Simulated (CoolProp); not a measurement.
Vapour-liquid equilibrium of dimethyl carbonate (1) + n-heptane (2) at 135.35 °C; x and y are mole fractions of (1).

Values from CoolProp's multi-fluid Helmholtz-energy mixture model, Zhou 2011 and Span 2003; pair parameters Bell 2016.

Q: Give the bubble pressure and the first vapour's composition at x = 0.35, 0.65, 0.8. Is there an azeotrope?

A: x = 0.35: 4.039 bar, y = 0.496; x = 0.65: 4.257 bar, y = 0.644; x = 0.8: 4.175 bar, y = 0.730. y crosses x between x = 0.5 and 0.65: the model has an azeotrope there.

Pair parameters are fitted to limited data, so mixtures are less certain than the pure fluids.
